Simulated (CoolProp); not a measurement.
A single-stage vapour-compression cycle with chloromethane (R40): evaporating at 322.15 K (dew point), condensing at 359.15 K (bubble point), superheat 10 K, subcooling 8 K, compressor efficiency 0.9, no pressure losses. Each further row changes one setting.

Computed with CoolProp (reference Helmholtz-energy equation of state, Thol 2014).

```tsv
case	cooling COP	pressure ratio	discharge temperature (K)	refrigerating effect (kJ/kg)	volumetric capacity (kJ/m³)
as stated	(withheld)	2.26	395.9	303	7090
evaporating temperature 327.15 K	(withheld)	(withheld)	391.7	305	8040
condensing temperature 354.15 K	7.93	2.05	387.6	312	7310
subcooling 13 K	6.91	2.26	395.9	312	7310
superheat 20 K	6.63	2.26	(withheld)	(withheld)	7010
compressor efficiency 0.8	(withheld)	2.26	400.4	303	7090
```

Some entries are withheld; supply them.


- as stated, cooling COP: 6.71
- evaporating temperature 327.15 K, cooling COP: 8.00
- evaporating temperature 327.15 K, pressure ratio: 2.00
- superheat 20 K, discharge temperature (K): 406.8
- superheat 20 K, refrigerating effect (kJ/kg): 314
- compressor efficiency 0.8, cooling COP: 5.96
